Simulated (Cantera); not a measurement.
Cantera run, input and output.

```python
import numpy as np
import cantera as ct

gas = ct.Solution("gri30.yaml")
gas.TPX = 475, 1000000, {'CO': 1, 'H2': 0.059, 'O2': 0.407, 'N2': 1.79}
flame = ct.FreeFlame(gas, width=0.008)
flame.set_refine_criteria(ratio=3, slope=0.08, curve=0.16)
flame.transport_model = "mixture-averaged"
flame.solve(loglevel=0, auto=True)
z, T = flame.grid, flame.T
thick = (T[-1] - T[0]) / np.gradient(T, z).max()
show = ['CO', 'H2', 'O2', 'NO2', 'H2O', 'O']
print(f"laminar burning velocity  {flame.velocity[0] * 100:.3f} cm/s")
print(f"burnt temperature         {T[-1]:.1f} K")
print(f"thermal thickness         {thick * 1e3:.4f} mm")
print(f"grid points               {len(z)}")
z0 = z[flame.heat_release_rate.argmax()]
print(f"{'z/mm':>9s}{'T/K':>9s}{'u/(m/s)':>9s}" + "".join(f"{s:>11s}" for s in show))
rows = []
for k in (-3, -2, -1.5, -1, -0.5, -0.25, 0, 0.25, 0.5, 1, 2, 4, 8):
    zz = z0 + k * thick
    rows.append([k * thick, np.interp(zz, z, T), np.interp(zz, z, flame.velocity),
                 *(np.interp(zz, z, flame.X[gas.species_index(s)]) for s in show)])
    print(f"{rows[-1][0] * 1e3:9.3f}{rows[-1][1]:9.1f}{rows[-1][2]:9.3f}" + "".join(f"{x:11.3e}" for x in rows[-1][3:]))
```

It prints:

```
laminar burning velocity  58.080 cm/s
burnt temperature         2449.2 K
thermal thickness         0.0660 mm
grid points               109
     z/mm      T/K  u/(m/s)         CO         H2         O2        NO2        H2O          O
   -0.198    475.0    0.581  3.072e-01  1.791e-02  1.250e-01  5.330e-11  7.881e-07  1.546e-14
   -0.132    475.4    0.581  3.073e-01  1.736e-02  1.251e-01  1.074e-09  1.002e-05  3.753e-12
   -0.099    476.9    0.582  3.075e-01  1.653e-02  1.252e-01  6.880e-09  4.813e-05  7.494e-11
   -0.066    488.5    0.595  3.076e-01  1.458e-02  1.251e-01  6.715e-08  3.081e-04  4.621e-09
   -0.033    655.5    0.793  2.987e-01  9.780e-03  1.192e-01  1.163e-06  3.367e-03  2.858e-06
   -0.017   1031.5    1.229  2.691e-01  6.222e-03  1.011e-01  6.360e-07  9.170e-03  2.612e-04
    0.000   1490.1    1.727  2.166e-01  2.826e-03  6.903e-02  1.533e-07  1.467e-02  3.127e-03
    0.017   1787.2    2.019  1.703e-01  1.458e-03  4.240e-02  1.598e-07  1.499e-02  5.899e-03
    0.033   1955.3    2.175  1.439e-01  1.356e-03  2.884e-02  1.709e-07  1.406e-02  5.877e-03
    0.066   2123.3    2.330  1.228e-01  1.405e-03  1.862e-02  1.897e-07  1.439e-02  4.079e-03
    0.132   2256.9    2.453  1.088e-01  1.286e-03  1.180e-02  2.054e-07  1.593e-02  2.147e-03
    0.264   2349.2    2.536  9.836e-02  1.150e-03  6.700e-03  1.871e-07  1.708e-02  1.014e-03
    0.528   2407.0    2.587  9.143e-02  1.060e-03  3.306e-03  1.380e-07  1.782e-02  4.415e-04
```

Computed with Cantera and GRI-Mech 3.0 (53 species, 325 reactions). The hydrogen kinetics of GRI-Mech 3.0 are dated; newer H2 mechanisms differ, most at raised pressure. Burning velocities carry a grid error of a few per cent, more on coarse grids.
